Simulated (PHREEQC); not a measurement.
1 kg of water holding 0.014 mol/kgw KHCO3, 0.014 mol/kgw KCl and 0.04 mol/kgw K2CO3 is evaporated at 30 °C; the solids stay in contact with the brine. CO2 is held at log p = -3.4 (atm). The run lets Kalicinite, Sylvite precipitate or redissolve, and no other solid.

The series has 28 steps of water left (kg), from 0.9998 to 0.004629.

Model: Pitzer model, pitzer.dat, run in PHREEQC.

Q: Which solids form, in which order, and at which step of the series does each first stand?

A: Kalicinite from water left = 0.008953 kg (pH 10.92); Sylvite from water left = 0.008953 kg (pH 10.92).

Complexes and solids missing from the database can't appear.
